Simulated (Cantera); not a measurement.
Input (Python, Cantera) and output of one run.

```python
import numpy as np
import cantera as ct

gas_names = [...]  # 114 gases of nasa_gas.yaml made of C, Fe, H, O
cond_names = """
    C(gr) C6H6(L) C7H8(L) C8H18(L),n-octa Fe(a) Fe(c) Fe(d) Fe(L) FeC5O5(L) FeO(s) FeO(L) Fe(OH)2(s)
    Fe(OH)3(s) Fe2O3(s) Fe3O4(s) H2O(s) H2O(L)
""".split()


# ... load() reads the species with a 1 bar reference pressure and builds the phases ...
atoms = {
    'Fe(CO)5': {'Fe': 1, 'C': 5, 'O': 5},
    'H2': {'H': 2},
}
top_T = {'C(gr)': 4500, 'Fe2O3(s)': 1830, 'Fe3O4(s)': 1870}  # K; cautious upper limits of use, not melting points


# ... equilibrate(T, P, feed) seeds the gas with the atoms and calls Mixture.equilibrate('TP', solver="vcs", rtol=1e-11, max_steps=5000) ...
results = []
feed = {'Fe(CO)5': 1, 'H2': 6.2}  # mol
P = 50000  # Pa
for T in [1273, 1298, 1323, 1348, 1373, 1398, 1423]:
    mix = equilibrate(T, P, feed)
    results.append((T, P, feed, dict(zip(mix.species_names, mix.species_moles))))

top = {s: max(r[3][s] / sum(r[3][g] for g in gas_names) for r in results) for s in gas_names}
cols = sorted((s for s in top if top[s] > 0.0001), key=lambda s: -top[s])[:9]
seen = [c for c in cond_names if any(r[3].get(c, 0) > 1e-12 for r in results)]
print("log10 of partial pressures in bar; condensed amounts in mol")
print(f"{'T/K':>10s}" + "".join(f"{s[:9]:>10s}" for s in cols + seen))
for T, P, feed, n in results:
    ng = sum(n[g] for g in gas_names)
    print(f"{T:10.4g}" + "".join(f"{np.log10(max(n[s] / ng * P / 1e5, 1e-99)):10.3f}" for s in cols)
          + "".join(f"{n.get(c, 0):10.4g}" for c in seen))
```

It prints:

```
log10 of partial pressures in bar; condensed amounts in mol
       T/K        H2        CO       H2O       CH4       CO2     C(gr)     Fe(c)
      1273    -0.560    -0.653    -3.137    -3.147    -3.449  0.008297         1
      1298    -0.559    -0.652    -3.243    -3.218    -3.580  0.005077         1
      1323    -0.559    -0.652    -3.346    -3.286    -3.707  0.002879         1
      1348    -0.559    -0.652    -3.445    -3.352    -3.829   0.00138         1
      1373    -0.559    -0.652    -3.540    -3.416    -3.947 0.0003614         1
      1398    -0.559    -0.652    -3.622    -3.487    -4.050         0         1
      1423    -0.559    -0.651    -3.693    -3.564    -4.141         0         1
```

Cantera equilibrium calculation (NASA polynomials, part measured and part estimated; ideal gas, pure solids and liquids). Condensed phases not in the tables: cementite and carbon dissolved in iron.
